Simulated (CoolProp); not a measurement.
Saturation properties of hydrogen chloride (Tc = 324.7 K, pc = 8.314 MPa, ω = 0.130).

The numbers come from the reference Helmholtz-energy equation of state, Thol 2018 in CoolProp.

```csv
T (K),p (MPa),liquid density (kg/m³),vapour density (kg/m³),liquid cp (kJ/(kg K))
233.6,0.7782,…,16.50,1.746
244.8,1.138,1028,23.89,1.795
256,…,991.2,33.78,1.863
267.2,2.210,950.9,46.97,1.962
278.4,2.963,906.1,64.68,2.111
289.7,3.901,854.5,89.28,…
300.9,5.036,792.9,124.5,2.849
312.1,6.413,710.6,181.5,4.243
```

Problem. Some entries are withheld; supply them.

Solution. 
- 233.6, liquid density (kg/m³): 1063
- 256, p (MPa): 1.608
- 289.7, liquid cp (kJ/(kg K)): 2.360

It boils at 188.2 K under 1 atm.
